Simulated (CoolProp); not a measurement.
Vapour-liquid equilibrium of R227EA (1) + isobutane (2) at 284.7 K; x and y are mole fractions of (1).

Computed with CoolProp (multi-fluid Helmholtz-energy mixture model, Lemmon 2016 and Bücker 2006; pair parameters Bell 2016).

```json
[
 {"x": "0.05", "bubble pressure (bar)": "2.749", "y at the bubble point": "0.183", "dew pressure at overall composition x (bar)": "2.425", "liquid density (mol/L)": "9.638"},
 {"x": "0.125", "bubble pressure (bar)": "3.174", "y at the bubble point": "0.326", "dew pressure at overall composition x (bar)": "2.600", "liquid density (mol/L)": "9.468"},
 {"x": "0.2", "bubble pressure (bar)": "3.427", "y at the bubble point": "0.404", "dew pressure at overall composition x (bar)": "2.795", "liquid density (mol/L)": "9.309"},
 {"x": "0.275", "bubble pressure (bar)": "3.578", "y at the bubble point": "0.453", "dew pressure at overall composition x (bar)": "3.013", "liquid density (mol/L)": "9.164"},
 {"x": "0.35", "bubble pressure (bar)": "3.669", "y at the bubble point": "0.488", "dew pressure at overall composition x (bar)": "3.251", "liquid density (mol/L)": "9.032"},
 {"x": "0.425", "bubble pressure (bar)": "3.724", "y at the bubble point": "0.516", "dew pressure at overall composition x (bar)": "3.494", "liquid density (mol/L)": "8.915"},
 {"x": "0.5", "bubble pressure (bar)": "3.754", "y at the bubble point": "0.543", "dew pressure at overall composition x (bar)": "3.695", "liquid density (mol/L)": "8.813"},
 {"x": "0.575", "bubble pressure (bar)": "3.763", "y at the bubble point": "0.571", "dew pressure at overall composition x (bar)": "3.762", "liquid density (mol/L)": "8.727"},
 {"x": "0.65", "bubble pressure (bar)": "3.748", "y at the bubble point": "0.604", "dew pressure at overall composition x (bar)": "3.691", "liquid density (mol/L)": "8.655"},
 {"x": "0.725", "bubble pressure (bar)": "3.700", "y at the bubble point": "0.644", "dew pressure at overall composition x (bar)": "3.552", "liquid density (mol/L)": "8.597"},
 {"x": "0.8", "bubble pressure (bar)": "3.605", "y at the bubble point": "0.699", "dew pressure at overall composition x (bar)": "3.387", "liquid density (mol/L)": "8.552"},
 {"x": "0.875", "bubble pressure (bar)": "3.442", "y at the bubble point": "0.775", "dew pressure at overall composition x (bar)": "3.218", "liquid density (mol/L)": "8.518"},
 {"x": "0.95", "bubble pressure (bar)": "3.186", "y at the bubble point": "0.889", "dew pressure at overall composition x (bar)": "3.053", "liquid density (mol/L)": "8.493"}
]
```

y crosses x between x = 0.5 and 0.575: the model has an azeotrope there.

The pair parameters rest on a limited set of measurements; away from them the model extrapolates.
